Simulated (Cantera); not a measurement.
What does this Cantera script print?

```python
import numpy as np
import cantera as ct

gas_names = [...]  # 118 gases of nasa_gas.yaml made of C, Cl, F, H
cond_names = """
    C(gr) C6H6(L) C7H8(L) C8H18(L),n-octa
""".split()


# ... load() reads the species with a 1 bar reference pressure and builds the phases ...
atoms = {
    'CH2F2': {'C': 1, 'H': 2, 'F': 2},
    'HCl': {'H': 1, 'CL': 1},
}
top_T = {'C(gr)': 4500}  # K; cautious upper limits of use, not melting points


# ... equilibrate(T, P, feed) seeds the gas with the atoms and calls Mixture.equilibrate('TP', solver="vcs", rtol=1e-11, max_steps=5000) ...
results = []
feed = {'CH2F2': 1, 'HCl': 0.038}  # mol
T = 1748.15  # K
for P in [1, 5.2, 27, 140, 720, 3700, 19000, 100000]:
    mix = equilibrate(T, P, feed)
    results.append((T, P, feed, dict(zip(mix.species_names, mix.species_moles))))
    x = sorted(zip(gas.X, gas.species_names), reverse=True)
    print(f"T = {T:g} K  P = {P:g} Pa  gas = {mix.phase_moles(0):.4g} mol")
    print("   x: " + "  ".join(f"{s} {v:.3e}" for v, s in x if v > 1e-06))
    print("   condensed (mol): " + ("  ".join(f"{mix.phase(i).name} {mix.phase_moles(i):.4g}"
          for i in range(1, mix.n_phases) if mix.phase_moles(i) > 1e-12) or "none"))
```

Output:

```
T = 1748.15 K  P = 1 Pa  gas = 2.052 mol
   x: HF 9.746e-01  CL 9.450e-03  HCL 9.070e-03  H 3.876e-03  H2 2.871e-03  F 1.679e-04
   condensed (mol): C(gr) 1
T = 1748.15 K  P = 5.2 Pa  gas = 2.046 mol
   x: HF 9.774e-01  HCL 1.236e-02  CL 6.211e-03  H2 2.373e-03  H 1.546e-03  F 8.124e-05
   condensed (mol): C(gr) 1
T = 1748.15 K  P = 27 Pa  gas = 2.043 mol
   x: HF 9.791e-01  HCL 1.473e-02  CL 3.871e-03  H2 1.672e-03  H 5.693e-04  F 4.255e-05
   condensed (mol): C(gr) 1
T = 1748.15 K  P = 140 Pa  gas = 2.041 mol
   x: HF 9.801e-01  HCL 1.628e-02  CL 2.337e-03  H2 1.080e-03  H 2.010e-04  F 2.327e-05
   condensed (mol): C(gr) 1
T = 1748.15 K  P = 720 Pa  gas = 2.04 mol
   x: HF 9.806e-01  HCL 1.724e-02  CL 1.389e-03  H2 6.667e-04  H 6.962e-05  F 1.307e-05
   condensed (mol): C(gr) 1
T = 1748.15 K  P = 3700 Pa  gas = 2.039 mol
   x: HF 9.809e-01  HCL 1.782e-02  CL 8.167e-04  H2 4.009e-04  H 2.382e-05  F 7.436e-06
   condensed (mol): C(gr) 1
T = 1748.15 K  P = 19000 Pa  gas = 2.038 mol
   x: HF 9.811e-01  HCL 1.816e-02  CL 4.768e-04  H2 2.380e-04  H 8.097e-06  F 4.260e-06  H2F2 1.754e-06
   condensed (mol): C(gr) 1
T = 1748.15 K  P = 100000 Pa  gas = 2.038 mol
   x: HF 9.812e-01  HCL 1.837e-02  CL 2.729e-04  H2 1.412e-04  H2F2 9.235e-06  H 2.719e-06  F 2.411e-06  CL2 1.232e-06  CF4 1.221e-06  CF2 1.123e-06
   condensed (mol): C(gr) 1
```

Equilibrium computed with Cantera from the NASA thermochemical tables; the gas is ideal and each condensed phase is pure.
